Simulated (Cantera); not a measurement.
A perfectly stirred reactor is fed with CH4 : O2 : N2 = 1 : 2.17 : 12 (molar parts), at 4.70 bar; it is adiabatic with a 373 K inlet, and is followed from long to short residence time, starting on the burning branch (τ in s: 0.084, 0.033, 0.013, 0.0052, 0.002, 0.00081, 0.00032, 0.00013, 5e-05, 2e-05).

Cantera simulation using GRI-Mech 3.0 (53 species, 325 reactions); the numbers are that mechanism's predictions, not measurements.

Problem. What does this change do: CH4 1 to 1.4 parts?

Solution. 
```json
[
 {"quantity": "blow-out, bracketed by the residence times tried", "before": "burning at 0.320 ms, out at 0.130 ms", "after": "burning at 5.20 ms, out at 2.00 ms"},
 {"quantity": "x(CH4) at τ = 84.0 ms", "before": "7.36e-6", "after": "0.00320"},
 {"quantity": "x(O2) at τ = 84.0 ms", "before": "0.0114", "after": "0.000756"},
 {"quantity": "x(C2H6) at τ = 84.0 ms", "before": "4.82e-10", "after": "5.97e-6"},
 {"quantity": "x(C2H2) at τ = 84.0 ms", "before": "9.70e-9", "after": "0.00119"},
 {"quantity": "x(CH3) at τ = 84.0 ms", "before": "2.23e-6", "after": "9.18e-5"},
 {"quantity": "x(CH4) at τ = 0.810 ms", "before": "0.000192", "after": "0.0899"},
 {"quantity": "x(O2) at τ = 0.810 ms", "before": "0.0155", "after": "0.139"},
 {"quantity": "x(C2H6) at τ = 0.810 ms", "before": "8.38e-8", "after": "<1e-12"},
 {"quantity": "x(C2H2) at τ = 0.810 ms", "before": "4.72e-7", "after": "<1e-12"},
 {"quantity": "x(CH3) at τ = 0.810 ms", "before": "4.45e-5", "after": "<1e-12"}
]
```
